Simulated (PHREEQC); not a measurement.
Consider water at 25 °C with 1.3 mmol/kgw Mn(NO3)2 and 0.033 mmol/kgw H2SO4. Closed to the air; pH follows from the charge balance.

The numbers come from PHREEQC with the ion-association model, phreeqc.dat.

```
Item                            Value
--------------------  ---------------
pH                               4.21
ionic strength        0.00398 mol/kgw
specific conductance        325 µS/cm
total alkalinity       -0.0660 meq/kg
```

| species | molality | activity | log γ |
|---|---|---|---|
| NO3- | 0.00260 | 0.00243 | -0.030 |
| Mn+2 | 0.00130 | 0.000996 | -0.115 |
| H+ | 6.59e-5 | 6.19e-5 | -0.027 |
| SO4-2 | 2.89e-5 | 2.21e-5 | -0.117 |
| MnSO4 | 3.91e-6 | 3.92e-6 | 0.000 |
| HSO4- | 1.43e-7 | 1.33e-7 | -0.030 |
| Mn(NO3)2 | 2.33e-8 | 2.33e-8 | 0.000 |

No solid was allowed to form. Complexes and solids missing from the database can't appear.
